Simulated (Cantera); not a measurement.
A Cantera script and what it prints.

```python
import numpy as np
import cantera as ct

gas_names = """
    H H2 N NH NH2 NH3 N2 N2H2 N2H4 Si SiH SiH2 SiH3 SiH4 SiN Si2 Si2N Si3
""".split()
cond_names = """
    Si(cr) Si(L) Si3N4(a)
""".split()


# ... load() reads the species with a 1 bar reference pressure and builds the phases ...
atoms = {
    'trisilylamine': {'Si': 3, 'N': 1, 'H': 9},
    'N2': {'N': 2},
}
top_T = {'Si3N4(a)': 2400}  # K; cautious upper limits of use, not melting points


# ... equilibrate(T, P, feed) seeds the gas with the atoms and calls Mixture.equilibrate('TP', solver="vcs", rtol=1e-11, max_steps=5000) ...
results = []
feed = {'trisilylamine': 1, 'N2': 0.46}  # mol
P = 7300  # Pa
for T in [1498, 1548, 1598, 1648, 1698, 1748, 1798, 1848]:
    mix = equilibrate(T, P, feed)
    results.append((T, P, feed, dict(zip(mix.species_names, mix.species_moles))))

top = {s: max(r[3][s] / sum(r[3][g] for g in gas_names) for r in results) for s in gas_names}
cols = sorted((s for s in top if top[s] > 1e-06), key=lambda s: -top[s])[:7]
seen = [c for c in cond_names if any(r[3].get(c, 0) > 1e-12 for r in results)]
print("log10 of partial pressures in bar; condensed amounts in mol")
print(f"{'T/K':>10s}" + "".join(f"{s[:9]:>10s}" for s in cols + seen))
for T, P, feed, n in results:
    ng = sum(n[g] for g in gas_names)
    print(f"{T:10.4g}" + "".join(f"{np.log10(max(n[s] / ng * P / 1e5, 1e-99)):10.3f}" for s in cols)
          + "".join(f"{n.get(c, 0):10.4g}" for c in seen))
```

It prints:

```
log10 of partial pressures in bar; condensed amounts in mol
       T/K        H2        N2         H        Si      SiH2       SiH      Si2N    Si(cr)     Si(L)  Si3N4(a)
      1498    -1.137    -4.341    -5.333    -7.998    -6.973    -8.057    -9.881     1.564         0    0.4786
      1548    -1.137    -3.927    -5.080    -7.498    -6.702    -7.644    -9.238     1.571         0    0.4763
      1598    -1.138    -3.539    -4.843    -7.029    -6.449    -7.257    -8.636     1.587         0    0.4711
      1648    -1.141    -3.176    -4.621    -6.589    -6.213    -6.895    -8.072     1.622         0    0.4592
      1698    -1.146    -2.823    -4.413    -6.183    -6.001    -6.563    -7.551         0     1.702    0.4327
      1748    -1.159    -2.435    -4.221    -5.837    -5.847    -6.293    -7.108         0     1.917    0.3608
      1798    -1.191    -2.069    -4.049    -5.511    -5.721    -6.047    -6.689         0     2.452    0.1824
      1848    -1.222    -1.892    -3.886    -5.203    -5.602    -5.815    -6.378         0     2.999         0
```

Method: chemical equilibrium by Gibbs-energy minimisation in Cantera with the NASA 1993 tables (ideal gas, pure condensed phases). The feed counts by its element totals alone. Mutual solubility and eutectic melting of coexisting phases are not modelled. Gases not in the tables: Si2H6 and higher silanes.
